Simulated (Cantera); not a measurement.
# Ignition delay

Mixture: 3.95 % CH4, 15.5 % O2, 80.6 % N2, equivalence ratio 0.51, at 1.01 bar, adiabatic and at constant volume. Ignition delay is the time to a rise of 400 K.

Computed with Cantera and GRI-Mech 3.0 (53 species, 325 reactions).

| T0 (K) | delay (ms) |
|---|---|
| 1175 | 60.2 |
| 1225 | 29.3 |
| 1275 | 14.8 |
| 1325 | 7.81 |
| 1375 | 4.28 |
| 1425 | 2.45 |

| Quantity | Value |
|---|---|
| apparent activation energy between 1325 and 1425 K | 180 kJ/mol |
